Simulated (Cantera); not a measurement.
A perfectly stirred reactor is fed with NO : N2 = 1 : 0.38 (molar parts), at 1330 Pa; it is held at 1975 K, and followed from long to short residence time.

Detailed kinetics in Cantera: GRI-Mech 3.0 (53 species, 325 reactions). Radical loss at walls, strong at low pressure, is not modelled.

Task: What does this change do: pressure from 1330 Pa to 50000 Pa?

Result: 
```json
[
 {"quantity": "x(NO) at τ = 13.0 s", "before": "0.360", "after": "0.0978"},
 {"quantity": "x(NO2) at τ = 13.0 s", "before": "6.76e-5", "after": "0.000152"},
 {"quantity": "x(N2) at τ = 13.0 s", "before": "0.457", "after": "0.589"},
 {"quantity": "x(O2) at τ = 13.0 s", "before": "0.181", "after": "0.313"},
 {"quantity": "x(O) at τ = 13.0 s", "before": "0.00212", "after": "0.000440"},
 {"quantity": "x(NO) at τ = 19.0 ms", "before": "0.724", "after": "0.713"},
 {"quantity": "x(NO2) at τ = 19.0 ms", "before": "6.44e-6", "after": "0.000236"},
 {"quantity": "x(N2) at τ = 19.0 ms", "before": "0.275", "after": "0.281"},
 {"quantity": "x(O2) at τ = 19.0 ms", "before": "4.45e-5", "after": "0.00527"},
 {"quantity": "x(O) at τ = 19.0 ms", "before": "0.000151", "after": "0.000108"}
]
```

Task: What does this change do: pressure from 1330 Pa to 6000 Pa?

Result: 
```csv
quantity,before,after
x(NO) at τ = 13.0 s,0.360,0.216
x(NO2) at τ = 13.0 s,6.76e-5,0.000104
x(N2) at τ = 13.0 s,0.457,0.529
x(O2) at τ = 13.0 s,0.181,0.253
x(O) at τ = 13.0 s,0.00212,0.00116
x(NO) at τ = 19.0 ms,0.724,0.723
x(NO2) at τ = 19.0 ms,6.44e-6,4.86e-5
x(N2) at τ = 19.0 ms,0.275,0.276
x(O2) at τ = 19.0 ms,4.45e-5,0.000597
x(O) at τ = 19.0 ms,0.000151,0.000240
```

Task: What does this change do: NO 1 to 0.37 parts?

Result: 
```
quantity                 before    after
---------------------  --------  -------
x(NO) at τ = 13.0 s       0.360    0.274
x(NO2) at τ = 13.0 s    6.76e-5  3.99e-5
x(N2) at τ = 13.0 s       0.457    0.616
x(O2) at τ = 13.0 s       0.181    0.109
x(O) at τ = 13.0 s      0.00212  0.00165
x(NO) at τ = 19.0 ms      0.724    0.493
x(NO2) at τ = 19.0 ms   6.44e-6  2.39e-6
x(N2) at τ = 19.0 ms      0.275    0.507
x(O2) at τ = 19.0 ms    4.45e-5  1.39e-5
x(O) at τ = 19.0 ms    0.000151  7.47e-5
```
